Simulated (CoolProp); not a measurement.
Carbon dioxide along the isobar 5.78 MPa: density (kg/m³) from the reference equation and from simpler models built on Tc = 304.1 K, pc = 7.377 MPa, ω = 0.224; each cubic takes its own stable root.

Computed with CoolProp (reference Helmholtz-energy equation of state, Span 1996).

```tsv
T (K)	phase	reference
261.6	liquid	1009
282.3	liquid	885.6
303	gas	159.5
323.6	gas	127.6
344.3	gas	110.6
365	gas	99.03
385.7	gas	90.39
406.4	gas	83.53
427.1	gas	77.89
447.8	gas	73.12
468.5	gas	69.01
489.2	gas	65.41
509.9	gas	62.23
530.6	gas	59.38
551.2	gas	56.83
```

Problem. How far does each simpler model (van der Waals, Redlich-Kwong, Soave-Redlich-Kwong, Peng-Robinson) lie from the reference over these 15 states: mean and median of the absolute difference, and the worst?

Solution. 
- van der Waals: mean 7.2 %, median 2.4 %, worst -38.7 % at 282.3 K and 5.78 MPa
- Redlich-Kwong: mean 3.3 %, median 1.4 %, worst -17.7 % at 282.3 K and 5.78 MPa
- Soave-Redlich-Kwong: mean 2.6 %, median 1.2 %, worst -14.0 % at 282.3 K and 5.78 MPa
- Peng-Robinson: mean 1.2 %, median 1.0 %, worst -3.0 % at 282.3 K and 5.78 MPa
